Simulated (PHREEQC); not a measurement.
Solution (25 °C): 4.5 mmol/kgw NaOH. It is in equilibrium with CO2 at log p = -3.5 (atm). Otherwise closed; pH follows from the charge balance.

Equilibrium calculation in PHREEQC: ion-association model, phreeqc.dat.

```json
[
 {"quantity": "pH", "before": "8.90", "after": "5.66"},
 {"quantity": "ionic strength (mol/kgw)", "before": "0.00467", "after": "0.00450"},
 {"quantity": "HCO3- (mol/kgw)", "before": "0.00408", "after": "2.34e-6"},
 {"quantity": "NaHCO3 (mol/kgw)", "before": "8.89e-6", "after": "5.13e-9"}
]
```

Task: Name the change that produced these shifts.
(A) NaOH replaced by NaBr at the same molality
(B) NaOH from 0.0045 to 0.00225 mol/kgw
(C) diluted 100-fold with water
(D) NaOH from 0.0045 to 0.00045 mol/kgw
(E) NaOH replaced by NaBF4 at the same molality

Result: A, NaOH replaced by NaBr at the same molality

This is a speciation only: nothing precipitates in the calculation.
